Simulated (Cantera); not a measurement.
Input (Python, Cantera):

```python
import numpy as np
import cantera as ct

gas = ct.Solution("gri30.yaml")


def delay(T, t_max=10):
    gas.TPX = T, 200000, {'CH4': 1, 'O2': 2, 'N2': 7.52}
    reactor = ct.IdealGasReactor(gas, clone=False)
    net = ct.ReactorNet([reactor])
    net.rtol, net.atol = 1e-8, 1e-16
    while net.time < t_max:
        t_old, T_old = net.time, reactor.T
        net.step()
        if reactor.T > T + 400:  # ignition: a rise of 400 K
            return t_old + (T + 400 - T_old) / (reactor.T - T_old) * (net.time - t_old)
    return np.nan


taus = []
for T in [1125, 1175, 1225, 1275, 1325, 1375]:
    taus.append(delay(T))
    print(f"T0 = {T:6g} K   tau = {taus[-1]:.4e} s")
```

It prints:

```
T0 =   1125 K   tau = 6.9330e-02 s
T0 =   1175 K   tau = 3.3472e-02 s
T0 =   1225 K   tau = 1.6744e-02 s
T0 =   1275 K   tau = 8.6622e-03 s
T0 =   1325 K   tau = 4.6247e-03 s
T0 =   1375 K   tau = 2.5444e-03 s
```

Cantera simulation using GRI-Mech 3.0 (53 species, 325 reactions); the numbers are that mechanism's predictions, not measurements.
